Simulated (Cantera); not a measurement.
# Ammonia decomposition in nitride growth gas

An isothermal, constant-pressure homogeneous reactor starts with 25.3 % NH₃, 70.9 % H₂, 3.80 % N₂, at 1873 K and 10.00 Torr.

Cantera simulation using the gas-phase N/H chemistry of the illustrative SiF4/NH3 mechanism in the Surface Chemkin manual (1991); the numbers are that mechanism's predictions, not measurements. Walls and surfaces, which speed up NH3 decomposition in real reactors, are not modelled.

```
t (s)      x NH₃   x H₂    x N₂H₄    x N₂H₂    x N₂     x NH₂       x N
--------  ------  -----  --------  --------  ------  --------  --------
9.00e-6    0.253  0.709    <1e-12    <1e-12  0.0380   7.36e-8    <1e-12
2.87e-5    0.253  0.709    <1e-12    <1e-12  0.0380   2.36e-7    <1e-12
9.16e-5    0.253  0.709    <1e-12    <1e-12  0.0380   7.53e-7    <1e-12
0.000292   0.253  0.709    <1e-12  1.32e-11  0.0380   2.40e-6    <1e-12
0.000932   0.253  0.709  1.06e-12  2.05e-10  0.0380   7.67e-6  5.33e-12
0.00297    0.253  0.709  1.11e-11   2.60e-9  0.0380   2.44e-5  1.90e-10
0.00949    0.253  0.709  1.12e-10   3.38e-8  0.0380   7.76e-5   6.15e-9
0.0303     0.253  0.709   1.00e-9   4.58e-7  0.0380  0.000232   1.59e-7
0.0965     0.250  0.710   2.32e-9   1.31e-6  0.0389  0.000353   5.54e-7
0.308      0.241  0.716   2.21e-9   1.26e-6  0.0423  0.000345   5.60e-7
0.983      0.215  0.733   1.88e-9   1.08e-6  0.0520  0.000318   5.59e-7
3.13       0.152  0.772   1.16e-9   6.90e-7  0.0751  0.000250   5.53e-7
10.0      0.0595  0.830  3.12e-10   2.11e-7   0.109  0.000130   5.19e-7
```
x: mole fraction; the columns are a selection and need not sum to one.

Equilibrium at this temperature and pressure: NH₃ 9.71e-8, H₂ 0.864, N₂H₄ <1e-12, N₂H₂ <1e-12, N₂ 0.131, NH₂ 1.63e-9, N 3.98e-10 (gas phase only).
